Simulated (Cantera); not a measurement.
An isothermal, constant-pressure homogeneous reactor starts with C2H6 : N2 = 1 : 57 (molar parts), at 1750 K and 0.464 atm.

Model: GRI-Mech 3.0 (53 species, 325 reactions), integrated in Cantera. GRI-Mech 3.0 stops at C3 and has no aromatics, soot or wall deposition, so with more carbon than oxygen in the feed, carbon stays in small species such as C2H2 where larger ones or solid carbon would form.

x: mole fraction; the columns are a selection and need not sum to one.

```json
[
 {"t (s)": "2.00e-5", "x C2H6": "0.0117", "x H": "0.000284", "x C2H2": "6.29e-5", "x HCN": "7.64e-7", "x CH4": "0.000505", "x C2H": "2.67e-8", "x CH2": "2.02e-5"},
 {"t (s)": "0.000103", "x C2H6": "0.000847", "x H": "0.000461", "x C2H2": "0.00566", "x HCN": "1.01e-5", "x CH4": "0.00357", "x C2H": "1.09e-6", "x CH2": "1.92e-5"},
 {"t (s)": "0.000532", "x C2H6": "1.54e-5", "x H": "0.000131", "x C2H2": "0.0132", "x HCN": "1.43e-5", "x CH4": "0.00379", "x C2H": "4.69e-7", "x CH2": "(withheld)"},
 {"t (s)": "0.00274", "x C2H6": "2.44e-6", "x H": "5.51e-5", "x C2H2": "0.0148", "x HCN": "1.47e-5", "x CH4": "0.00350", "x C2H": "2.05e-7", "x CH2": "(withheld)"},
 {"t (s)": "0.0141", "x C2H6": "1.26e-6", "x H": "5.19e-5", "x C2H2": "0.0152", "x HCN": "1.52e-5", "x CH4": "0.00276", "x C2H": "1.91e-7", "x CH2": "(withheld)"},
 {"t (s)": "0.0729", "x C2H6": "2.85e-7", "x H": "5.71e-5", "x C2H2": "0.0160", "x HCN": "1.68e-5", "x CH4": "0.00129", "x C2H": "2.05e-7", "x CH2": "(withheld)"},
 {"t (s)": "0.376", "x C2H6": "1.89e-8", "x H": "6.11e-5", "x C2H2": "0.0165", "x HCN": "1.97e-5", "x CH4": "0.000325", "x C2H": "2.16e-7", "x CH2": "(withheld)"},
 {"t (s)": "1.94", "x C2H6": "9.14e-10", "x H": "6.21e-5", "x C2H2": "0.0166", "x HCN": "2.32e-5", "x CH4": "6.89e-5", "x C2H": "2.19e-7", "x CH2": "(withheld)"},
 {"t (s)": "10.0", "x C2H6": "2.20e-10", "x H": "6.23e-5", "x C2H2": "0.0166", "x HCN": "2.90e-5", "x CH4": "3.03e-5", "x C2H": "2.19e-7", "x CH2": "(withheld)"}
]
```

Task: Some entries are withheld; supply them.

Result: 
- 0.000532, x CH2: 1.55e-6
- 0.00274, x CH2: 2.63e-7
- 0.0141, x CH2: 1.75e-7
- 0.0729, x CH2: 8.94e-8
- 0.376, x CH2: 2.43e-8
- 1.94, x CH2: 5.26e-9
- 10.0, x CH2: 2.32e-9
